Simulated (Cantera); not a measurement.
Charge: 1 mol borazine, 0.16 mol H2O, 3 mol H2, held at 1402 °C and 1.50 mbar.

Equilibrium computed with Cantera from the NASA thermochemical tables; the gas is ideal and each condensed phase is pure. Candidate condensed phases: B, BN, B2O3, B3O3H3, H2O; 39 gas species. The feed counts by its element totals alone. Kinetics and transport are ignored.

What is the equilibrium state?


- x(H2) = 0.962
- x(HBO) = 0.0194
- x(N2) = 0.0125
- x(H) = 0.00294
- x(B2O2) = 0.00190
- x(BO) = 0.00122
- x(HBO2) = 0.000197
- x(B2O3) = 0.000156
- x(H2O) = 1.41e-5
- n(BN(s)) = 2.84 mol
- gas amount = 6.331 mol
- log10 activity of B(s) (absent) = -0.86
- log10 activity of B3O3H3(s) (absent) = -14.61
